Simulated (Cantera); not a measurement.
**Stirred combustor or abatement burner**

A perfectly stirred reactor is fed with C3H8 : O2 : N2 = 1 : 2.5 : 12.5 (molar parts), at 9000 Torr; it is adiabatic with a 475 K inlet, and is followed from long to short residence time, starting on the burning branch (τ in s: 0.09, 0.029, 0.0094, 0.003, 0.00098, 0.00032, 0.0001, 3.3e-05, 1.1e-05, 3.4e-06).

Model: GRI-Mech 3.0 (53 species, 325 reactions), integrated in Cantera. GRI-Mech 3.0 was tuned for natural gas; its chemistry of propane as a main component is partial and can be far from experiment. The pressure lies above the range GRI-Mech 3.0 was tuned for (to about 10 atm).

```csv
τ (s),T (K),x C3H8,x O2,x N2O,x HCN,x C2H,x CH2O,x HO2
0.090,1676,5.38e-6,0.000624,2.30e-9,6.63e-7,1.51e-8,6.23e-6,2.64e-7
0.029,1674,1.53e-5,0.00136,5.62e-9,8.36e-7,2.35e-8,1.43e-5,7.43e-7
0.0094,1662,4.53e-5,0.00276,1.29e-8,8.39e-7,3.19e-8,3.21e-5,2.06e-6
0.0030,1636,0.000143,0.00552,2.84e-8,6.10e-7,3.49e-8,7.87e-5,5.78e-6
0.00098,1584,0.000504,0.0115,6.19e-8,2.41e-7,2.47e-8,0.000237,1.74e-5
0.00032,475,0.0625,0.156,<1e-12,<1e-12,<1e-12,<1e-12,<1e-12
0.00010,475,0.0625,0.156,<1e-12,<1e-12,<1e-12,<1e-12,<1e-12
3.3e-5,475,0.0625,0.156,<1e-12,<1e-12,<1e-12,<1e-12,<1e-12
1.1e-5,475,0.0625,0.156,<1e-12,<1e-12,<1e-12,<1e-12,<1e-12
3.4e-6,475,0.0625,0.156,<1e-12,<1e-12,<1e-12,<1e-12,<1e-12
```
x: mole fraction; the columns are a selection and need not sum to one.
